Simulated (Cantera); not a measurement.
Feed: 1 mol FeS, 0.44 mol H₂S, 30 mol N₂, held at 4800 Torr.

Cantera equilibrium calculation (NASA polynomials, part measured and part estimated; ideal gas, pure solids and liquids). Candidate condensed phases: Fe, FeS, FeS₂, S; 16 gas species. FeS: taken at fixed stoichiometry. Gases not in the tables: S₃ to S₇. The numbers say what is thermodynamically allowed, not how fast it happens. All values below are at 998 K.

Base state: N₂ 0.985, H₂S 0.0130, H₂ 0.00140, S₂ 0.000701 (mole fractions); condensed: FeS(s).

**Question.** What changes in the equilibrium state with this change: pressure from 4800 Torr to 578 Torr?

**Answer.** 
```json
[
 {"species": "N₂", "before": "0.985", "after": "0.984"},
 {"species": "H₂S", "before": "0.0130", "after": "0.0118"},
 {"species": "H₂", "before": "0.00140", "after": "0.00265"},
 {"species": "S₂", "before": "0.000701", "after": "0.00133"},
 {"species": "FeS(s), mol", "before": "1.00", "after": "1.00"}
]
```
